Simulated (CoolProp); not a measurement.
Model: reference Helmholtz-energy equation of state, Thol 2014, in CoolProp.

Task: For chloromethane (R40), give the phase and the cp (kJ/(kg K)), cv (kJ/(kg K)), isothermal compressibility (1/MPa), expansivity (1/kK) at 62.35 °C and 85.5 bar; 142.75 °C and 85.5 bar.

Result: 
- 62.35 °C and 85.5 bar: liquid; cp 1.67, cv 0.948, isothermal compressibility 0.00354, expansivity 2.55
- 142.75 °C and 85.5 bar: liquid; cp 3.11, cv 1.04, isothermal compressibility 0.0466, expansivity 11.7
